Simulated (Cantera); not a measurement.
Mixture: CH4 : C2H6 : O2 : N2 = 1 : 0.16 : 4.74 : 31.3 (molar parts), equivalence ratio 0.54, at 0.888 atm, adiabatic and at constant volume. Ignition delay is the time to a rise of 400 K.

Model: GRI-Mech 3.0 (53 species, 325 reactions), integrated in Cantera.

Task: What does this change do: pressure from 0.888 atm to 0.395 atm?

Result: 
```tsv
quantity	before	after
delay at 1075 K	28.1 ms	43.0 ms
delay at 1175 K	5.62 ms	9.32 ms
delay at 1275 K	1.76 ms	3.04 ms
delay at 1375 K	0.676 ms	1.19 ms
delay at 1475 K	0.292 ms	0.521 ms
apparent activation energy between 1375 and 1475 K	140 kJ/mol	140 kJ/mol
```

Task: What does this change do: O2 4.74 to 12 parts?

Result: 
| quantity | before | after |
|---|---|---|
| delay at 1075 K | 28.1 ms | 24.7 ms |
| delay at 1175 K | 5.62 ms | 4.18 ms |
| delay at 1275 K | 1.76 ms | 1.13 ms |
| delay at 1375 K | 0.676 ms | 0.409 ms |
| delay at 1475 K | 0.292 ms | 0.180 ms |
| apparent activation energy between 1375 and 1475 K | 140 kJ/mol | 140 kJ/mol |

Task: What does this change do: O2 4.74 to 7.2 parts?

Result: 
```
quantity                                                before       after
--------------------------------------------------  ----------  ----------
delay at 1075 K                                        28.1 ms     25.2 ms
delay at 1175 K                                        5.62 ms     4.58 ms
delay at 1275 K                                        1.76 ms     1.31 ms
delay at 1375 K                                       0.676 ms    0.490 ms
delay at 1475 K                                       0.292 ms    0.216 ms
apparent activation energy between 1375 and 1475 K  140 kJ/mol  140 kJ/mol
```
